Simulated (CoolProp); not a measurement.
Model: reference Helmholtz-energy equation of state, de Reuck 1990, in CoolProp.

Question: Give the vapour pressure (kPa), vapour density (kg/m³) of saturated fluorine at -173.35, -161.35, -157.35 °C.

Answer: 
```
T (°C)   p (kPa)  vapour density (kg/m³)
-------  -------  ----------------------
-173.35      421                    21.2
-161.35     1000                    48.6
-157.35     1280                    62.4
```
